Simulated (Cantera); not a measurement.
Cantera run, input and output.

```python
import numpy as np
import cantera as ct

gas = ct.Solution("gri30.yaml")
gas.TPX = 1023, 1900000, {'CH3OH': 0.0052, 'O2': 0.019, 'N2': 1}
inlet = ct.Reservoir(gas, clone=True)

reactor = ct.IdealGasConstPressureReactor(gas, energy="off", clone=False)
exhaust = ct.Reservoir(gas, clone=True)
tau = [8.9, 2.4, 0.63, 0.17, 0.044, 0.012, 0.0031, 0.00084][0]
for a, b in ((inlet, reactor), (reactor, exhaust)):
    ct.MassFlowController(a, b, mdot=lambda t: reactor.mass / tau)
net = ct.ReactorNet([reactor])
show = ['CH3OH', 'O2', 'HCO', 'OH', 'NO']

rows = []
print(f"{'tau/s':>10s}{'T/K':>9s}" + "".join(f"{s:>11s}" for s in show))
for tau in [8.9, 2.4, 0.63, 0.17, 0.044, 0.012, 0.0031, 0.00084]:
    net.initial_time = 0.0
    net.advance(30 * tau)
    before = gas.X
    net.advance(40 * tau)
    drift = np.max(np.abs(gas.X - before) / (gas.X + 1e-9))
    rows.append([gas.T, *gas[show].X, drift])
    print(f"{tau:10.3e}{gas.T:9.1f}" + "".join(f"{x:11.3e}" for x in gas[show].X))
```

Output:

```
     tau/s      T/K      CH3OH         O2        HCO         OH         NO
 8.900e+00   1023.0  3.016e-05  1.118e-02  1.493e-11  1.480e-08  2.860e-12
 2.400e+00   1023.0  6.238e-05  1.143e-02  5.405e-11  2.606e-08  1.579e-12
 6.300e-01   1023.0  1.316e-04  1.188e-02  1.967e-10  4.555e-08  7.390e-13
 1.700e-01   1023.0  2.798e-04  1.257e-02  6.714e-10  7.480e-08  3.346e-13
 4.400e-02   1023.0  6.357e-04  1.363e-02  2.201e-09  1.128e-07  1.485e-13
 1.200e-02   1023.0  1.478e-03  1.512e-02  5.586e-09  1.371e-07  5.199e-14
 3.100e-03   1023.0  4.001e-03  1.780e-02  3.165e-09  5.533e-08  1.993e-15
 8.400e-04   1023.0  5.077e-03  1.855e-02  8.510e-17  3.002e-13  2.327e-22
```

Cantera simulation using GRI-Mech 3.0 (53 species, 325 reactions); the numbers are that mechanism's predictions, not measurements. GRI-Mech 3.0 was tuned for natural gas; its chemistry of methanol as a main component is partial and can be far from experiment. The pressure lies above the range GRI-Mech 3.0 was tuned for (to about 10 atm).
